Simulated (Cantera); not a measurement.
Cantera run:

```python
import numpy as np
import cantera as ct

gas_names = [...]  # 123 gases of nasa_gas.yaml made of C, H, O, Si
cond_names = """
    C(gr) C6H6(L) C7H8(L) C8H18(L),n-octa H2O(s) H2O(L) Si(cr) Si(L) SiC(b) SiO2(Lqz) SiO2(hqz) SiO2(L)
""".split()


# ... load() reads the species with a 1 bar reference pressure and builds the phases ...
atoms = {
    'SiC': {'Si': 1, 'C': 1},
    'O2': {'O': 2},
    'H2': {'H': 2},
}
top_T = {'C(gr)': 4500, 'SiC(b)': 3050}  # K; cautious upper limits of use, not melting points


# ... equilibrate(T, P, feed) seeds the gas with the atoms and calls Mixture.equilibrate('TP', solver="vcs", rtol=1e-11, max_steps=5000) ...
results = []
feed = {'SiC': 1, 'O2': 0.0038, 'H2': 10}  # mol
P = 1.2  # Pa
for T in [900, 975, 1050, 1125, 1200, 1275, 1350, 1425, 1500, 1575, 1650, 1725, 1800, 1875]:
    mix = equilibrate(T, P, feed)
    results.append((T, P, feed, dict(zip(mix.species_names, mix.species_moles))))

top = {s: max(r[3][s] / sum(r[3][g] for g in gas_names) for r in results) for s in gas_names}
cols = sorted((s for s in top if top[s] > 1e-05), key=lambda s: -top[s])[:6]
seen = [c for c in cond_names if any(r[3].get(c, 0) > 1e-12 for r in results)]
print("log10 of partial pressures in bar; condensed amounts in mol")
print(f"{'T/K':>10s}" + "".join(f"{s[:9]:>10s}" for s in cols + seen))
for T, P, feed, n in results:
    ng = sum(n[g] for g in gas_names)
    print(f"{T:10.4g}" + "".join(f"{np.log10(max(n[s] / ng * P / 1e5, 1e-99)):10.3f}" for s in cols)
          + "".join(f"{n.get(c, 0):10.4g}" for c in seen))
```

Output:

```
log10 of partial pressures in bar; condensed amounts in mol
       T/K        H2         H        Si        CO      SiC2      Si2C     C(gr)    SiC(b) SiO2(hqz)
       900    -4.921   -12.393   -22.185    -8.672   -28.724   -28.517  0.001099    0.9971  0.002912
       975    -4.921   -11.402   -19.054    -8.517   -26.467   -24.700         0    0.9975   0.00253
      1050    -4.921   -10.551   -16.303    -8.491   -24.606   -21.363         0    0.9973  0.002223
      1125    -4.921    -9.813   -14.328    -8.341   -22.587   -18.883         0    0.9962         0
      1200    -4.921    -9.165   -12.934    -8.341   -20.491   -17.051         0    0.9962         0
      1275    -4.921    -8.593   -11.706    -8.341   -18.644   -15.437         0    0.9962         0
      1350    -4.921    -8.084   -10.616    -8.340   -17.004   -14.006         0    0.9962         0
      1425    -4.922    -7.627    -9.650    -8.331   -15.531   -12.737         0    0.9961         0
      1500    -4.923    -7.216    -8.833    -8.277   -14.155   -11.650         0    0.9956         0
      1575    -4.927    -6.845    -8.270    -8.140   -12.738   -10.843         0    0.9939         0
      1650    -4.933    -6.508    -8.063    -8.056   -11.146   -10.418         0    0.9924         0
      1725    -4.945    -6.204    -7.767    -8.054    -9.802    -9.922  0.005371    0.9849         0
      1800    -4.969    -5.931    -7.116    -8.068    -8.953    -9.090    0.0567    0.9297         0
      1875    -5.016    -5.691    -6.518    -8.094    -8.172    -8.326    0.2703    0.6993         0
```

Equilibrium computed with Cantera from the NASA thermochemical tables; the gas is ideal and each condensed phase is pure. Mutual solubility and eutectic melting of coexisting phases are not modelled.
